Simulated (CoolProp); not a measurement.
1,2-dichloroethane at several states: fugacity coefficient from the reference equation and from simpler models built on Tc = 561.6 K, pc = 5.226 MPa, ω = 0.269; each cubic takes its own stable root.

Values from CoolProp's reference Helmholtz-energy equation of state, Thol 2015.

```json
[
 {"T (K)": "374.9", "p (MPa)": "8.8", "phase": "liquid", "reference": "0.02410"},
 {"T (K)": "401.1", "p (MPa)": "8.41", "phase": "liquid", "reference": "0.04731"},
 {"T (K)": "276.8", "p (MPa)": "3.45", "phase": "liquid", "reference": "0.001123"},
 {"T (K)": "365.3", "p (MPa)": "0.902", "phase": "liquid", "reference": "0.1443"}
]
```

Task: How far does each simpler model (van der Waals, Peng-Robinson) lie from the reference over these 4 states: mean and median of the absolute difference, and the worst?

Result: 
- van der Waals: mean 1228.7 %, median 394.8 %, worst +3876.8 % at 276.8 K and 3.45 MPa
- Peng-Robinson: mean 0.6 %, median 0.2 %, worst +1.9 % at 276.8 K and 3.45 MPa
